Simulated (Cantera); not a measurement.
A Cantera script and what it prints.

```python
import numpy as np
import cantera as ct

gas_names = [...]  # 116 gases of nasa_gas.yaml made of C, H, Mg, O
cond_names = """
    C(gr) C6H6(L) C7H8(L) C8H18(L),n-octa H2O(s) H2O(L) Mg(cr) Mg(L) MgCO3(s) MgO(s) MgO(L) MgO2H2(s)
""".split()


# ... load() reads the species with a 1 bar reference pressure and builds the phases ...
atoms = {
    'MgO': {'Mg': 1, 'O': 1},
    'CO': {'C': 1, 'O': 1},
    'H2': {'H': 2},
}
top_T = {'C(gr)': 4500}  # K; cautious upper limits of use, not melting points


# ... equilibrate(T, P, feed) seeds the gas with the atoms and calls Mixture.equilibrate('TP', solver="vcs", rtol=1e-11, max_steps=5000) ...
results = []
feed = {'MgO': 1, 'CO': 0.68, 'H2': 0.18}  # mol
T = 1825  # K
P = 10  # Pa
mix = equilibrate(T, P, feed)
results.append((T, P, feed, dict(zip(mix.species_names, mix.species_moles))))
print(gas.report(threshold=0.0001))
for i in range(1, mix.n_phases):
    print(f"{mix.phase(i).name:16s} {mix.phase_moles(i):12.5e} mol")
```

Result:

```
       temperature   1825 K
          pressure   10 Pa
           density   1.5415e-05 kg/m^3
  mean mol. weight   23.391 kg/kmol
   phase of matter   gas

                          1 kg             1 kmol
                     ---------------   ---------------
          enthalpy       -1.4817e+06       -3.4657e+07  J
   internal energy       -2.1304e+06       -4.9831e+07  J
           entropy             13883        3.2473e+05  J/K
    Gibbs function       -2.6818e+07        -6.273e+08  J
 heat capacity c_p            1519.9             35553  J/K
 heat capacity c_v            1164.5             27238  J/K

                      mass frac. Y      mole frac. X     chem. pot. / RT
                     ---------------   ---------------   ---------------
                CO           0.84736           0.70762           -44.235
               CO2          0.057312          0.030462           -69.835
                 H        0.00075805          0.017591           -15.119
                H2          0.013751           0.15954           -30.238
               H2O          0.020728          0.026913           -55.839
                Mg          0.059851            0.0576           -22.687
                OH        0.00015082        0.00020743           -40.719
     [ +109 minor]        8.8362e-05        6.2343e-05

C(gr)             0.00000e+00 mol
Mg(L)             0.00000e+00 mol
MgO(s)            9.46893e-01 mol
```

Equilibrium computed with Cantera from the NASA thermochemical tables; the gas is ideal and each condensed phase is pure.
